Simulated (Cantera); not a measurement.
Pyrogenic steam for wet oxidation

A perfectly stirred reactor is fed with 31.8 % H2, 22.7 % O2, 45.5 % N2, equivalence ratio 0.70, at 13000 Pa; it is held at 1125 K, and followed from long to short residence time.

Cantera simulation using the H2/O2 subset of GRI-Mech 3.0, which has no nitrogen chemistry; the numbers are that mechanism's predictions, not measurements. The temperature is held fixed by assumption; the heat of reaction is taken as removed at once.

```json
[
 {"τ (s)": "0.87", "x H2": "0.000746", "x O2": "0.0813", "x H2O2": "1.48e-6", "x O": "9.96e-5", "x H": "5.85e-5", "x HO2": "1.02e-5", "x H2O": "0.377"},
 {"τ (s)": "0.48", "x H2": "0.00110", "x O2": "0.0814", "x H2O2": "1.77e-6", "x O": "0.000150", "x H": "0.000106", "x HO2": "1.25e-5", "x H2O": "0.377"},
 {"τ (s)": "0.27", "x H2": "0.00158", "x O2": "0.0816", "x H2O2": "2.06e-6", "x O": "0.000222", "x H": "0.000188", "x HO2": "1.48e-5", "x H2O": "0.376"},
 {"τ (s)": "0.15", "x H2": "0.00230", "x O2": "0.0818", "x H2O2": "2.33e-6", "x O": "0.000331", "x H": "0.000336", "x HO2": "1.69e-5", "x H2O": "0.375"},
 {"τ (s)": "0.081", "x H2": "0.00337", "x O2": "0.0822", "x H2O2": "2.59e-6", "x O": "0.000497", "x H": "0.000617", "x HO2": "1.90e-5", "x H2O": "0.373"},
 {"τ (s)": "0.045", "x H2": "0.00482", "x O2": "0.0828", "x H2O2": "2.78e-6", "x O": "0.000729", "x H": "0.00110", "x HO2": "2.07e-5", "x H2O": "0.371"},
 {"τ (s)": "0.025", "x H2": "0.00685", "x O2": "0.0836", "x H2O2": "2.91e-6", "x O": "0.00106", "x H": "0.00193", "x HO2": "2.22e-5", "x H2O": "0.368"},
 {"τ (s)": "0.014", "x H2": "0.00963", "x O2": "0.0849", "x H2O2": "2.96e-6", "x O": "0.00153", "x H": "0.00335", "x HO2": "2.34e-5", "x H2O": "0.363"},
 {"τ (s)": "0.0076", "x H2": "0.0137", "x O2": "0.0867", "x H2O2": "2.94e-6", "x O": "0.00221", "x H": "0.00589", "x HO2": "2.45e-5", "x H2O": "0.356"},
 {"τ (s)": "0.0042", "x H2": "0.0190", "x O2": "0.0893", "x H2O2": "2.85e-6", "x O": "0.00314", "x H": "0.00998", "x HO2": "2.54e-5", "x H2O": "0.346"}
]
```
x: mole fraction; the columns are a selection and need not sum to one.
